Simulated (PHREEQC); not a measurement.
Consider water at 20 °C with 0.028 mol/kgw HNO3 and 0.043 mol/kgw Na2CO3. Closed to the air; pH follows from the charge balance.

The numbers come from PHREEQC with the ion-association model, phreeqc.dat.

No solid was allowed to form.

Question: Order these C species by the share of C that they hold, largest first: CO3-2, NaCO3-, HCO3-, NaHCO3.

Answer: HCO3- (63 %), CO3-2 (24 %), NaCO3- (11 %), NaHCO3 (1.8 %)

Question: Order these Na species by the share of Na that they hold, largest first: Na+, NaCO3-, NaHCO3.

Answer: Na+ (94 %), NaCO3- (5.5 %), NaHCO3 (0.91 %)

The pH is 9.65 and the ionic strength 0.0907 mol/kgw. Complexes and solids missing from the database can't appear.
